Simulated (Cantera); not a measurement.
Silicon epitaxy and polysilicon growth: SiCl₄ + Cl₂ + H₂

Charge: 1 mol SiCl₄, 0.079 mol Cl₂, a varied amount of H₂, held at 750 Torr.

Cantera equilibrium calculation (NASA polynomials, part measured and part estimated; ideal gas, pure solids and liquids). Candidate condensed phases: Si; 19 gas species. The tables' values for SiCl₃ are old estimates. Rates play no part.

Stable condensed phases:

```
T in °C \ n(H₂) in mol
         9.6  13  18  26  35  49  68  94 130 180 250 350
   1302    A   A   B   B   B   B   B   B   B   B   B   B
   1252    A   A   B   B   B   B   B   B   B   B   B   B
   1202    A   A   B   B   B   B   B   B   B   B   B   B
   1152    A   A   B   B   B   B   B   B   B   B   B   B
   1102    A   A   B   B   B   B   B   B   B   B   B   B
   1052    A   A   B   B   B   B   B   B   B   B   B   B
   1002    A   A   B   B   B   B   B   B   B   B   B   B
    952    A   A   A   B   B   B   B   B   B   B   B   B
    902    A   A   A   A   B   B   B   B   B   B   B   B
    852    A   A   A   A   A   B   B   B   B   B   B   B
    802    A   A   A   A   A   A   A   B   B   B   B   B
    752    A   A   A   A   A   A   A   A   A   B   B   B
    702    A   A   A   A   A   A   A   A   A   A   A   B
    652    A   A   A   A   A   A   A   A   A   A   A   A
```

A: gas only; B: Si.
